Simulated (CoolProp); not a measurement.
Computed with CoolProp (reference Helmholtz-energy equation of state, McLinden 2015).

Q: For the fluoroketone C6F12O (FK-5-1-12), give the phase and the density (kg/m³), isothermal compressibility (1/MPa), expansivity (1/kK) at 248.5 K and 1.01 bar; 261.5 K and 1.01 bar; 313.5 K and 1.01 bar.

A: 
- 248.5 K and 1.01 bar: liquid; density 1740, isothermal compressibility 0.00162, expansivity 1.57
- 261.5 K and 1.01 bar: liquid; density 1710, isothermal compressibility 0.00189, expansivity 1.63
- 313.5 K and 1.01 bar: liquid; density 1560, isothermal compressibility 0.00385, expansivity 2.04
